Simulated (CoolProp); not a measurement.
Ethanol along the isobar 8450 kPa: Z from the reference equation and from simpler models built on Tc = 241.6 °C, pc = 6268 kPa, ω = 0.644; each cubic takes its own stable root.

Model: reference Helmholtz-energy equation of state, Schroeder 2014, in CoolProp.

```json
[
 {"T (°C)": "-68.65", "phase": "liquid", "reference": "0.2632"},
 {"T (°C)": "-46.55", "phase": "liquid", "reference": "0.2428"},
 {"T (°C)": "-24.45", "phase": "liquid", "reference": "0.2261"},
 {"T (°C)": "-2.35", "phase": "liquid", "reference": "0.2122"},
 {"T (°C)": "19.75", "phase": "liquid", "reference": "0.2006"},
 {"T (°C)": "41.85", "phase": "liquid", "reference": "0.1909"},
 {"T (°C)": "63.95", "phase": "liquid", "reference": "0.1829"},
 {"T (°C)": "86.05", "phase": "liquid", "reference": "0.1763"},
 {"T (°C)": "108.15", "phase": "liquid", "reference": "0.1712"},
 {"T (°C)": "130.25", "phase": "liquid", "reference": "0.1676"},
 {"T (°C)": "152.35", "phase": "liquid", "reference": "0.1657"}
]
```

How far does each simpler model (van der Waals, Redlich-Kwong, Soave-Redlich-Kwong, Peng-Robinson) lie from the reference over these 11 states: mean and median of the absolute difference, and the worst?


- van der Waals: mean 83.6 %, median 83.5 %, worst +84.5 % at -68.65 °C and 8450 kPa
- Redlich-Kwong: mean 27.4 %, median 26.3 %, worst +33.1 % at 152.35 °C and 8450 kPa
- Soave-Redlich-Kwong: mean 19.1 %, median 18.7 %, worst +21.8 % at 152.35 °C and 8450 kPa
- Peng-Robinson: mean 6.0 %, median 5.7 %, worst +7.8 % at 152.35 °C and 8450 kPa
